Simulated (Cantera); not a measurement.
Input: 1 mol SiH4, 45 mol NH3, 1.4 mol N2, at 750 K and 9.50 Pa.

Method: chemical equilibrium by Gibbs-energy minimisation in Cantera with the NASA 1993 tables (ideal gas, pure condensed phases). Candidate condensed phases: Si, Si3N4; 18 gas species. Equilibrium is a limit: real reactors are often held back by kinetics, nucleation or transport.

Base state: H2 0.749, N2 0.251 (mole fractions); condensed: Si3N4(s).

Problem. What changes in the equilibrium state with this change: temperature from 750 K to 1825 K?

Solution. 
```
species        before    after
-------------  ------  -------
H2              0.749    0.703
N2              0.251    0.248
H               <1e-9   0.0379
Si              <1e-9   0.0102
SiH             <1e-9  8.89e-5
SiN             <1e-9  2.05e-5
Si3N4(s), mol   0.333        0
```
The tables' values for SiN are old estimates; treat these amounts as uncertain.

Problem. What changes in the equilibrium state with this change: temperature from 750 K to 1750 K?

Solution. 
| species | before | after |
|---|---|---|
| H2 | 0.749 | 0.719 |
| N2 | 0.251 | 0.251 |
| H | <1e-9 | 0.0202 |
| Si | <1e-9 | 0.0102 |
| SiH | <1e-9 | 0.000112 |
| Si2 | <1e-9 | 3.41e-5 |
| Si2N | <1e-9 | 2.82e-5 |
| SiN | <1e-9 | 2.57e-5 |
| Si3N4(s), mol | 0.333 | 0 |
The tables' values for SiN are old estimates; treat these amounts as uncertain.
